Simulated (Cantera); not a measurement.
Input: 1 mol SiH4, 3.7 mol N2O, 0.12 mol O2, at 160 Pa.

Cantera equilibrium calculation (NASA polynomials, part measured and part estimated; ideal gas, pure solids and liquids). Candidate condensed phases: H2O, Si, SiO2, Si2N2O, Si3N4; 35 gas species. The tables hold silica as quartz up to 1696 K and as liquid above; real silica turns to tridymite and cristobalite and melts near 1996 K. Kinetics and transport are ignored.

**Question.** At 1325 K, list the 3 most abundant gas species with their mole fractions, and the condensed phases.

**Answer.** N2 0.649, H2O 0.340, H2 0.0105. Condensed: SiO2(β-quartz).
